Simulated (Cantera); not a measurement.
**Adiabatic ignition**

An adiabatic, constant-pressure homogeneous reactor starts with 9.62 % CO, 14.4 % H2, 6.33 % O2, 69.6 % N2, equivalence ratio 1.9, at 1050 K and 1.00 bar.

Model: GRI-Mech 3.0 (53 species, 325 reactions), integrated in Cantera.

```csv
t (s),T (K),x CO,x H2,x O2,x NO,x H2O,x HO2,x H
4.00e-6,1050,0.0962,0.144,0.0633,<1e-12,4.91e-11,1.10e-10,1.72e-10
8.23e-6,1050,0.0962,0.144,0.0633,<1e-12,2.08e-10,2.67e-10,4.47e-10
1.69e-5,1050,0.0962,0.144,0.0633,<1e-12,9.30e-10,7.74e-10,1.24e-9
3.48e-5,1050,0.0962,0.144,0.0633,<1e-12,5.26e-9,3.15e-9,4.47e-9
7.16e-5,1050,0.0962,0.144,0.0633,<1e-12,5.30e-8,2.61e-8,3.29e-8
0.000147,1050,0.0962,0.144,0.0633,<1e-12,2.58e-6,1.17e-6,1.45e-6
0.000303,1169,0.0941,0.112,0.0479,9.44e-8,0.0266,2.90e-5,0.0136
0.000624,1878,0.0680,0.0478,0.000465,2.32e-5,0.0964,2.04e-7,0.0144
0.00128,1951,0.0698,0.0494,7.80e-5,2.58e-5,0.101,4.01e-8,0.00556
0.00264,1975,0.0704,0.0501,1.56e-5,2.64e-5,0.102,8.48e-9,0.00246
0.00543,1985,0.0707,0.0504,3.52e-6,2.64e-5,0.103,1.74e-9,0.00116
0.0112,1989,0.0708,0.0505,9.49e-7,2.61e-5,0.103,4.02e-10,0.000605
0.0230,1990,0.0708,0.0506,3.99e-7,2.55e-5,0.103,1.54e-10,0.000394
0.0473,1991,0.0708,0.0506,3.09e-7,2.48e-5,0.103,1.18e-10,0.000348
0.0972,1991,0.0708,0.0506,3.05e-7,2.37e-5,0.103,1.16e-10,0.000346
0.200,1991,0.0708,0.0506,3.05e-7,2.18e-5,0.103,1.16e-10,0.000346
```
x: mole fraction; the columns are a selection and need not sum to one.

The time of steepest temperature rise comes out as 0.316 ms and the temperature at 0.200 s comes out as 1991 K. The equilibrium temperature is 1991 K, the x(CO) at 0.200 s is 0.0708 (gas-phase equilibrium 0.0708) and the x(H2) at 0.200 s comes out as 0.0506 (gas-phase equilibrium 0.0506). The x(O2) at 0.200 s is 3.05e-7 (gas-phase equilibrium 3.06e-7).
